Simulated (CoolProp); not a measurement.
Vapour-liquid equilibrium of R143a (1) + propane (2) at 8.67 bar; x and y are mole fractions of (1).

The numbers come from the multi-fluid Helmholtz-energy mixture model, Lemmon and Jacobsen 2000 and Lemmon 2009; pair parameters Bell 2016 in CoolProp.

```
x     bubble temperature, mixture model (°C)  bubble temperature, Raoult's law (°C)  y, mixture model  y, Raoult's law
----  --------------------------------------  -------------------------------------  ----------------  ---------------
0.05                                    16.9                                   20.8             0.135            0.065
0.15                                     ___                                   19.6             0.303            0.189
0.25                                     ___                                   18.4             0.400            0.306
0.35                                     ___                                   17.4             0.467            0.415
0.45                                     5.8                                   16.3             0.521            0.519
0.55                                     5.4                                   15.3               ___            0.617
0.65                                     5.4                                   14.4             0.629            0.710
0.75                                     ___                                   13.4             0.697            0.798
0.85                                     ___                                   12.5             0.788            0.882
0.95                                     9.5                                   11.7             0.915            0.962
```

What belongs in the gaps?


- 0.15, bubble temperature, mixture model (°C): 11.3
- 0.25, bubble temperature, mixture model (°C): 8.3
- 0.35, bubble temperature, mixture model (°C): 6.7
- 0.55, y, mixture model: 0.573
- 0.75, bubble temperature, mixture model (°C): 5.9
- 0.85, bubble temperature, mixture model (°C): 7.2

The largest gap from Raoult's law is -10.7 K in bubble temperature, at x = 0.35. y crosses x between x = 0.55 and 0.65: the model has an azeotrope there.

The pair parameters rest on a limited set of measurements; away from them the model extrapolates.
